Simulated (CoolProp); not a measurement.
Vapour-liquid equilibrium of o-xylene (1) + n-decane (2) at 408.8 K; x and y are mole fractions of (1).

Model: multi-fluid Helmholtz-energy mixture model, Zhou 2012 and Lemmon 2006; pair parameters Bell 2016, in CoolProp.

```
x     bubble pressure (MPa)  y at the bubble point  dew pressure at overall composition x (MPa)  liquid density (mol/L)
----  ---------------------  ---------------------  -------------------------------------------  ----------------------
0.05                0.03621                  0.107                                      0.03499                   4.578
0.2                 0.04300                  0.363                                      0.03841                   4.885
0.35                0.04990                  0.552                                          [?]                   5.228
0.5                     [?]                  0.696                                          [?]                     [?]
0.65                    [?]                  0.809                                          [?]                     [?]
0.8                 0.07069                  0.901                                      0.06314                   6.546
0.95                0.07765                  0.977                                      0.07502                     [?]
```

Question: Some entries are withheld; supply them.

Answer: 
- 0.35, dew pressure at overall composition x (MPa): 0.04258
- 0.5, bubble pressure (MPa): 0.05683
- 0.5, dew pressure at overall composition x (MPa): 0.04778
- 0.5, liquid density (mol/L): 5.613
- 0.65, bubble pressure (MPa): 0.06375
- 0.65, dew pressure at overall composition x (MPa): 0.05442
- 0.65, liquid density (mol/L): 6.049
- 0.95, liquid density (mol/L): 7.117

No azeotrope shows between x = 0.05 and 0.95.

Pair parameters are fitted to limited data, so mixtures are less certain than the pure fluids.
